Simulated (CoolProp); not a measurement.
R115 at several states: density (kg/m³) from the reference equation and from simpler models built on Tc = 80.0 °C, pc = 3.129 MPa, ω = 0.248; each cubic takes its own stable root.

The numbers come from the reference Helmholtz-energy equation of state, Lemmon 2016 in CoolProp.

```
T (°C)  p (MPa)          phase  reference  van der Waals  Peng-Robinson
------  -------  -------------  ---------  -------------  -------------
41.65       7.2         liquid       1279          879.8           1347
48.45    0.0336            gas      1.950          1.949          1.952
150.45    0.323            gas      14.43          14.45          14.48
207.85   0.0236            gas     0.9123         0.9125         0.9124
206.15     6.25  supercritical      306.6          344.1          307.3
15.05       3.6         liquid       1360          883.2           1439
```
